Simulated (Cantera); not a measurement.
Input: 1 mol MgSO₄, 0.056 mol CO₂, 9.4 mol H₂O, equilibrated at 1025 K and 0.690 bar.

Cantera equilibrium calculation (NASA polynomials, part measured and part estimated; ideal gas, pure solids and liquids). Candidate condensed phases: C, C₆H₆, C₇H₈, C₈H₁₈, H₂O, H₂SO₄, Mg, MgCO₃, MgO, Mg(OH)₂, MgS, MgSO₄, S; 130 gas species. Mutual solubility and eutectic melting of coexisting phases are not modelled. Kinetics and transport are ignored.

Base state: H₂O 0.993, CO₂ 0.00592, SO₂ 0.000759, O₂ 0.000379, SO₃ 1.67e-5 (mole fractions); condensed: MgO(s) + MgSO₄(s).

**Question.** What changes in the equilibrium state with this change: pressure from 0.690 bar to 21.0 Pa?

**Answer.** 
```json
[
 {"species": "H₂O", "before": "0.993", "after": "0.858"},
 {"species": "SO₂", "before": "0.000759", "after": "0.0909"},
 {"species": "O₂", "before": "0.000379", "after": "0.0455"},
 {"species": "SO₃", "before": "1.67e-5", "after": "0.000381"},
 {"species": "CO₂", "before": "0.00592", "after": "0.00511"},
 {"species": "MgO(s), mol", "before": "0.00734", "after": "1.00"},
 {"species": "MgSO₄(s), mol", "before": "0.993", "after": "0"}
]
```
